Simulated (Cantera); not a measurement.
A Cantera script and what it prints.

```python
import numpy as np
import cantera as ct

gas_names = [...]  # 110 gases of nasa_gas.yaml made of C, H, O
cond_names = """
    C(gr) C6H6(L) C7H8(L) C8H18(L),n-octa H2O(s) H2O(L)
""".split()


# ... load() reads the species with a 1 bar reference pressure and builds the phases ...
atoms = {
    'C2H4': {'C': 2, 'H': 4},
    'H2O': {'H': 2, 'O': 1},
    'H2': {'H': 2},
}
top_T = {'C(gr)': 4500}  # K; cautious upper limits of use, not melting points


# ... equilibrate(T, P, feed) seeds the gas with the atoms and calls Mixture.equilibrate('TP', solver="vcs", rtol=1e-11, max_steps=5000) ...
results = []
feed = {'C2H4': 1, 'H2O': 0.098, 'H2': 71}  # mol
P = 1000  # Pa
for T in [2073, 2123, 2173, 2223, 2273, 2323, 2373, 2423]:
    mix = equilibrate(T, P, feed)
    results.append((T, P, feed, dict(zip(mix.species_names, mix.species_moles))))
    x = sorted(zip(gas.X, gas.species_names), reverse=True)
    print(f"T = {T:g} K  P = {P:g} Pa  gas = {mix.phase_moles(0):.4g} mol")
    print("   x: " + "  ".join(f"{s} {v:.3e}" for v, s in x if v > 1e-05))
    print("   condensed (mol): " + ("  ".join(f"{mix.phase(i).name} {mix.phase_moles(i):.4g}"
          for i in range(1, mix.n_phases) if mix.phase_moles(i) > 1e-12) or "none"))
```

Output:

```
T = 2073 K  P = 1000 Pa  gas = 74.16 mol
   x: H2 9.716e-01  H 2.592e-02  CO 1.322e-03  C2H2,acetylene 1.191e-03
   condensed (mol): C(gr) 1.725
T = 2123 K  P = 1000 Pa  gas = 74.51 mol
   x: H2 9.619e-01  H 3.519e-02  C2H2,acetylene 1.593e-03  CO 1.315e-03
   condensed (mol): C(gr) 1.664
T = 2173 K  P = 1000 Pa  gas = 74.96 mol
   x: H2 9.496e-01  H 4.702e-02  C2H2,acetylene 2.095e-03  CO 1.307e-03
   condensed (mol): C(gr) 1.586
T = 2223 K  P = 1000 Pa  gas = 75.53 mol
   x: H2 9.341e-01  H 6.191e-02  C2H2,acetylene 2.711e-03  CO 1.297e-03
   condensed (mol): C(gr) 1.49
T = 2273 K  P = 1000 Pa  gas = 76.26 mol
   x: H2 9.149e-01  H 8.035e-02  C2H2,acetylene 3.449e-03  CO 1.285e-03  C2H 1.277e-05
   condensed (mol): C(gr) 1.371
T = 2323 K  P = 1000 Pa  gas = 77.16 mol
   x: H2 8.915e-01  H 1.028e-01  C2H2,acetylene 4.317e-03  CO 1.270e-03  C2H 2.382e-05
   condensed (mol): C(gr) 1.228
T = 2373 K  P = 1000 Pa  gas = 78.28 mol
   x: H2 8.636e-01  H 1.298e-01  C2H2,acetylene 5.313e-03  CO 1.252e-03  C2H 4.313e-05  C4H2 1.343e-05
   condensed (mol): C(gr) 1.057
T = 2423 K  P = 1000 Pa  gas = 79.63 mol
   x: H2 8.306e-01  H 1.616e-01  C2H2,acetylene 6.427e-03  CO 1.231e-03  C2H 7.584e-05  C4H2 2.048e-05  C3 1.442e-05
   condensed (mol): C(gr) 0.8543
```

Method: chemical equilibrium by Gibbs-energy minimisation in Cantera with the NASA 1993 tables (ideal gas, pure condensed phases).
